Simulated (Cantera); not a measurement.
Source: NASA polynomial tables (part measured, part estimated), evaluated in Cantera. Values are per mole of reaction as written; species without (g) are pure solids or liquids, kept so even where they would boil at 1 bar.

2 TiO(g) + 2 NO(g) ⇌ N2(g) + 2 TiO2

```
T (K)  ΔH° (kJ)  ΔS° (J/K)  ΔG° (kJ)  log10 K  condensed phases
-----  --------  ---------  --------  -------  ----------------
950     -2159.2     -560.1   -1627.2    89.47      TiO2(rutile)
1150    -2151.4     -552.6   -1515.9    68.85      TiO2(rutile)
1350    -2143.3     -546.1   -1406.1    54.40      TiO2(rutile)
1550    -2135.0     -540.4   -1297.4    43.72      TiO2(rutile)
1750    -2126.7     -535.3   -1189.9    35.52      TiO2(rutile)
1950    -2118.2     -530.7   -1083.3    29.02      TiO2(rutile)
2150        ___        ___       ___      ___           TiO2(l)
2350        ___        ___       ___      ___           TiO2(l)
2550    -1940.9     -448.8    -796.5    16.32           TiO2(l)
```

**Question.** Some entries are withheld; supply them.

**Answer.** 
- 2150, ΔH° (kJ): -1974.8
- 2150, ΔS° (J/K): -463.3
- 2150, ΔG° (kJ): -978.8
- 2150, log10 K: 23.78
- 2350, ΔH° (kJ): -1957.8
- 2350, ΔS° (J/K): -455.7
- 2350, ΔG° (kJ): -886.9
- 2350, log10 K: 19.71
